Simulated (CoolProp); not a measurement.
n-dodecane along the isobar 0.101 MPa: fugacity coefficient from the reference equation and from simpler models built on Tc = 658.1 K, pc = 1.818 MPa, ω = 0.574; each cubic takes its own stable root.

Computed with CoolProp (reference Helmholtz-energy equation of state, Lemmon 2004). It is a short technical equation, of lower accuracy than the large ones.

```json
[
 {"T (K)": "285.7", "phase": "liquid", "reference": "5.988e-5"},
 {"T (K)": "303.7", "phase": "liquid", "reference": "0.0002807"},
 {"T (K)": "321.6", "phase": "liquid", "reference": "0.001057"},
 {"T (K)": "339.6", "phase": "liquid", "reference": "0.003369"},
 {"T (K)": "357.6", "phase": "liquid", "reference": "0.009278"},
 {"T (K)": "375.5", "phase": "liquid", "reference": "0.02249"},
 {"T (K)": "393.5", "phase": "liquid", "reference": "0.04937"},
 {"T (K)": "411.5", "phase": "liquid", "reference": "0.09908"},
 {"T (K)": "429.4", "phase": "liquid", "reference": "0.1835"},
 {"T (K)": "447.4", "phase": "liquid", "reference": "0.3190"},
 {"T (K)": "465.4", "phase": "liquid", "reference": "0.5231"},
 {"T (K)": "483.4", "phase": "liquid", "reference": "0.8146"},
 {"T (K)": "501.3", "phase": "gas", "reference": "0.9384"},
 {"T (K)": "519.3", "phase": "gas", "reference": "0.9460"}
]
```

How far does each simpler model (Redlich-Kwong, Peng-Robinson) lie from the reference over these 14 states: mean and median of the absolute difference, and the worst?


- Redlich-Kwong: mean 1437.2 %, median 525.7 %, worst +7573.7 % at 285.7 K and 0.101 MPa
- Peng-Robinson: mean 10.0 %, median 5.0 %, worst +38.0 % at 285.7 K and 0.101 MPa

At some of these states Redlich-Kwong gives the other phase, because its saturation line lies elsewhere.
